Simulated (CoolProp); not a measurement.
Values from CoolProp's reference Helmholtz-energy equation of state, Lemmon 2006. It is a short technical equation, of lower accuracy than the large ones.

Problem. For isohexane, give the phase and the cv (kJ/(kg K)), isothermal compressibility (1/MPa), expansivity (1/kK) at 485.8 K and 38.6 bar.

Solution. 
- 485.8 K and 38.6 bar: liquid; cv 2.53, isothermal compressibility 0.0466, expansivity 6.64
